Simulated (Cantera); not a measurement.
A closed system holds: 1 mol Si₂H₆, a varied amount of CO₂, held at 1827 °C and 0.00880 bar.

Method: chemical equilibrium by Gibbs-energy minimisation in Cantera with the NASA 1993 tables (ideal gas, pure condensed phases). Candidate condensed phases: C, C₆H₆, C₇H₈, C₈H₁₈, H₂O, Si, SiC, SiO₂; 123 gas species. The feed counts by its element totals alone. Mutual solubility and eutectic melting of coexisting phases are not modelled. The tables hold silica as quartz up to 1696 K and as liquid above; real silica turns to tridymite and cristobalite and melts near 1996 K. Gases not in the tables: Si₂H₆ and higher silanes. Equilibrium is a limit: real reactors are often held back by kinetics, nucleation or transport.

**Question.** Which condensed phases are stable at each of these points (n(CO₂) (mol)): 0.99, 1.4, 2, 2.8, 3.9, 5.5, 7.7, 11, 15?

**Answer.** 
```tsv
n(CO₂) (mol)	condensed phases	Si condensed (%)
0.99	Si(l) + SiC(s)	30.5
1.4	SiC(s)	12.7
2	gas only	0.0
2.8	SiO₂(l)	15.1
3.9	SiO₂(l)	50.8
5.5	SiO₂(l)	77.5
7.7	SiO₂(l)	88.7
11	SiO₂(l)	93.1
15	SiO₂(l)	94.7
```

At 0.99 mol CO₂ the condensed part is Si(l) + SiC(s). At 1.4 mol CO₂ the condensed part is SiC(s). At 2 mol CO₂ nothing is condensed. From 2.8 mol CO₂ to 15 mol CO₂ the condensed part is SiO₂(l).
